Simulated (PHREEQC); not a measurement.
A solution holds 0.024 mol HF, 0.055 mol NH4F and 9.5e-05 mol (NH4)2SiF6 per kg of water, at 85 °C. Closed to the air; pH follows from the charge balance.

Equilibrium calculation in PHREEQC: ion-association model, phreeqc.dat.

```
quantity                   before    after
------------------------  -------  -------
pH                           4.00     3.49
ionic strength (mol/kgw)   0.0554   0.0557
F- (mol/kgw)               0.0509   0.0515
HF2- (mol/kgw)            0.00422  0.00390
NH3 (mol/kgw)             7.82e-6  7.65e-8
```

**Question.** Which change was made?
A) NH4F from 0.055 to 0.0275 mol/kgw
B) (NH4)2SiF6 replaced by NH3 at the same molality
C) temperature from 85 to 25 °C
D) temperature from 85 to 50 °C

**Answer.** C, temperature from 85 to 25 °C

No solid was allowed to form. Constants without temperature data keep their 25 °C values here. SiF6-2 is the database's only silicon fluoride.
